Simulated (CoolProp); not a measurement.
Aqueous magnesium chloride as a coolant, 18 % by mass, freezing at -23.4 °C, 1 atm.

Computed with CoolProp (Melinder's fits for secondary coolants).

```tsv
T (°C)	viscosity (mPa s)	cp (kJ/(kg K))	density (kg/m³)	Prandtl number
-16.4	7.43	3.103	1166	46.8
-11.1	6.11	3.118	1165	38.0
-5.9	5.09	3.132	1164	?
-0.6	?	3.146	1163	25.9
4.7	3.59	3.160	1161	?
10	?	3.174	1159	18.0
15.2	?	3.188	1158	15.2
20.5	2.22	3.202	?	12.8
25.8	1.90	3.217	1153	10.8
31	?	3.231	1151	9.21
```

Task: Fill in the missing entries.

Result: 
- -5.9, Prandtl number: 31.3
- -0.6, viscosity (mPa s): 4.26
- 4.7, Prandtl number: 21.5
- 10, viscosity (mPa s): 3.04
- 15.2, viscosity (mPa s): 2.60
- 20.5, density (kg/m³): 1156
- 31, viscosity (mPa s): 1.63
